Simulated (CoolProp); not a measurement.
R115 along the isobar 42.3 bar: Z from the reference equation and from simpler models built on Tc = 80.0 °C, pc = 31.29 bar, ω = 0.248; each cubic takes its own stable root.

Values from CoolProp's reference Helmholtz-energy equation of state, Lemmon 2016.

```tsv
T (°C)	phase	reference	Soave-Redlich-Kwong	Peng-Robinson
-3.35	liquid	0.2027	0.2140	0.1894
15.85	liquid	0.1997	0.2129	0.1884
34.95	liquid	0.1998	0.2164	0.1917
54.15	liquid	0.2043	0.2271	0.2019
73.35	liquid	0.2186	0.2537	0.2276
92.55	supercritical	0.2956	0.3484	0.3227
111.75	supercritical	0.5398	0.5657	0.5349
130.95	supercritical	0.6568	0.6783	0.6464
150.15	supercritical	0.7297	0.7496	0.7181
169.25	supercritical	0.7815	0.8007	0.7701
188.45	supercritical	0.8210	0.8398	0.8103
207.65	supercritical	0.8521	0.8707	0.8423
226.85	supercritical	0.8773	0.8956	0.8683
```
